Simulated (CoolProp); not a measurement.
A Linde-Hampson liquefier for carbon monoxide: isothermal reversible compression at 300 K from 1 atm to 20 MPa, throttling to 1 atm, return gas leaving the recuperator 5 K below the feed. Each further row changes one setting.

Computed with CoolProp (reference Helmholtz-energy equation of state, Lemmon 2006). It is a short technical equation, of lower accuracy than the large ones.

```csv
case,liquid yield per pass,compression work (kJ/kg of gas)
as stated,[?],470
high pressure 40 MPa,[?],[?]
warm-end temperature 330 K,[?],520
warm-end gap 10 K,[?],470
```

### Question
Some entries are withheld; supply them.

### Answer

- as stated, liquid yield per pass: 0.074
- high pressure 40 MPa, liquid yield per pass: 0.095
- high pressure 40 MPa, compression work (kJ/kg of gas): 539
- warm-end temperature 330 K, liquid yield per pass: 0.052
- warm-end gap 10 K, liquid yield per pass: 0.063
